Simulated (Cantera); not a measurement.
## Adiabatic ignition

An adiabatic, constant-pressure homogeneous reactor starts with 6.58 % CH₄, 19.7 % O₂, 73.7 % N₂, equivalence ratio 0.67, at 1598 K and 0.395 atm.

Cantera simulation using GRI-Mech 3.0 (53 species, 325 reactions); the numbers are that mechanism's predictions, not measurements.

```json
[
 {"t (s)": "1.00e-6", "T (K)": "1598", "x CH₄": "0.0658", "x O₂": "0.197", "x CH₃": "1.34e-7", "x CO₂": "<1e-12", "x OH": "8.86e-9"},
 {"t (s)": "3.71e-6", "T (K)": "1598", "x CH₄": "0.0658", "x O₂": "0.197", "x CH₃": "6.31e-7", "x CO₂": "<1e-12", "x OH": "3.96e-8"},
 {"t (s)": "1.38e-5", "T (K)": "1598", "x CH₄": "0.0658", "x O₂": "0.197", "x CH₃": "2.85e-6", "x CO₂": "1.62e-11", "x OH": "6.22e-8"},
 {"t (s)": "5.12e-5", "T (K)": "1598", "x CH₄": "0.0658", "x O₂": "0.197", "x CH₃": "1.26e-5", "x CO₂": "5.39e-10", "x OH": "1.30e-7"},
 {"t (s)": "0.000190", "T (K)": "1598", "x CH₄": "0.0657", "x O₂": "0.197", "x CH₃": "7.28e-5", "x CO₂": "4.06e-8", "x OH": "5.57e-7"},
 {"t (s)": "0.000707", "T (K)": "1609", "x CH₄": "0.0620", "x O₂": "0.194", "x CH₃": "0.00106", "x CO₂": "3.06e-5", "x OH": "1.90e-5"},
 {"t (s)": "0.00263", "T (K)": "2568", "x CH₄": "<1e-12", "x O₂": "0.0665", "x CH₃": "<1e-12", "x CO₂": "0.0465", "x OH": "0.0191"},
 {"t (s)": "0.00976", "T (K)": "2580", "x CH₄": "<1e-12", "x O₂": "0.0634", "x CH₃": "<1e-12", "x CO₂": "0.0475", "x OH": "0.0182"},
 {"t (s)": "0.0362", "T (K)": "2575", "x CH₄": "<1e-12", "x O₂": "0.0610", "x CH₃": "<1e-12", "x CO₂": "0.0477", "x OH": "0.0177"},
 {"t (s)": "0.135", "T (K)": "2575", "x CH₄": "<1e-12", "x O₂": "0.0609", "x CH₃": "<1e-12", "x CO₂": "0.0477", "x OH": "0.0177"},
 {"t (s)": "0.500", "T (K)": "2575", "x CH₄": "<1e-12", "x O₂": "0.0609", "x CH₃": "<1e-12", "x CO₂": "0.0477", "x OH": "0.0177"}
]
```
x: mole fraction; the columns are a selection and need not sum to one.

```json
{
 "time_of_steepest_temperature_rise": "0.948 ms",
 "temperature at 0.500 s": "2575 K",
 "equilibrium_temperature": "2575 K",
 "x(CH₄) at 0.500 s": "<1e-12 (gas-phase equilibrium <1e-12)",
 "x(O₂) at 0.500 s": "0.0609 (gas-phase equilibrium 0.0609)",
 "x(CH₃) at 0.500 s": "<1e-12 (gas-phase equilibrium <1e-12)"
}
```
